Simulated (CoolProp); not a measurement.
The numbers come from the reference Helmholtz-energy equation of state, Lemmon 2006 in CoolProp. It is a short technical equation, of lower accuracy than the large ones.

Problem. For nitrous oxide, give the phase and the cv (kJ/(kg K)) at 387.5 K and 0.101 MPa; 500 K and 0.101 MPa.

Solution. 
- 387.5 K and 0.101 MPa: gas; cv 0.771
- 500 K and 0.101 MPa: gas; cv 0.853
